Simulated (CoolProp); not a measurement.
Vapour-liquid equilibrium of hydrogen chloride (1) + ethane (2) at 264.7 K; x and y are mole fractions of (1).

Values from CoolProp's multi-fluid Helmholtz-energy mixture model, Thol 2018 and Bücker 2006; pair parameters Bell 2016.

Task: Give the bubble pressure and the first vapour's composition at x = 0.35, 0.65, 0.95. Is there an azeotrope?

Result: x = 0.35: 2.536 MPa, y = 0.414; x = 0.65: 2.594 MPa, y = 0.615; x = 0.95: 2.215 MPa, y = 0.904. y crosses x between x = 0.5 and 0.65: the model has an azeotrope there.

Pair parameters are fitted to limited data, so mixtures are less certain than the pure fluids.
